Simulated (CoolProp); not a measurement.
A simple Rankine cycle with R1233zd(E): condensing at 296.15 K, boiler at 2.43 MPa, turbine inlet 421.2 K, turbine efficiency 0.7, pump efficiency 0.6, no recuperator. Each further row changes one setting.

Computed with CoolProp (reference Helmholtz-energy equation of state, Akasaka 2022).

| case | thermal efficiency (%) | net work (kJ/kg) | heat in (kJ/kg) | turbine exit temperature (K) | volume ratio over the turbine |
|---|---|---|---|---|---|
| as stated | 14.4 | 37.7 | 262 | 335.5 | 25.1 |
| turbine inlet 441.2 K | 14.6 | 42.3 | 289 | 361.5 | 22.6 |
| condensing temperature 288.15 K | 15.4 | 41.7 | 272 | 330.1 | 33.6 |
| boiler pressure 1.7 MPa | 13.5 | 37.6 | 279 | 355.3 | 15.0 |
| turbine efficiency 0.6 | 12.2 | 31.9 | 262 | 342.2 | 25.7 |
